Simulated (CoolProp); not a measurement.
Vapour-liquid equilibrium of ethane (1) + propylene (2) at 0.952 MPa; x and y are mole fractions of (1).

Model: multi-fluid Helmholtz-energy mixture model, Bücker 2006 and Lemmon 2013; pair parameters Bell 2016, in CoolProp.

Problem. Give the bubble temperature and the first vapour's composition at x = 0.35, 0.875, 0.95. Is there an azeotrope?

Solution. x = 0.35: 265.2 K, y = 0.642; x = 0.875: 243.3 K, y = 0.962; x = 0.95: 241.0 K, y = 0.986. No azeotrope shows between x = 0.05 and 0.95.

Pair parameters are fitted to limited data, so mixtures are less certain than the pure fluids.
